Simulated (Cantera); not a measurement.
A perfectly stirred reactor is fed with CH4 : O2 : N2 = 1 : 2.17 : 20 (molar parts), equivalence ratio 0.92, at 9.87 atm; it is adiabatic with a 525 K inlet, and is followed from long to short residence time, starting on the burning branch (τ in s: 0.036, 0.017, 0.0083, 0.004, 0.0019, 0.00094, 0.00045, 0.00022, 0.00011, 5.1e-05, 2.5e-05, 1.2e-05, 5.7e-06).

Computed with Cantera and GRI-Mech 3.0 (53 species, 325 reactions).

Q: Predict: blow-out, bracketed by the residence times tried; x(CH4) at τ = 36.0 ms; x(O2) at τ = 36.0 ms; x(CH3) at τ = 36.0 ms; x(NO) at τ = 36.0 ms; x(H) at τ = 36.0 ms; x(CH4) at τ = 0.450 ms; x(O2) at τ = 0.450 ms.

A: 
- blow-out, bracketed by the residence times tried: burning at 8.30 ms, out at 4.00 ms
- x(CH4) at τ = 36.0 ms: 5.91e-5
- x(O2) at τ = 36.0 ms: 0.00790
- x(CH3) at τ = 36.0 ms: 7.14e-6
- x(NO) at τ = 36.0 ms: 1.85e-6
- x(H) at τ = 36.0 ms: 4.36e-6
- x(CH4) at τ = 0.450 ms: 0.0432
- x(O2) at τ = 0.450 ms: 0.0937
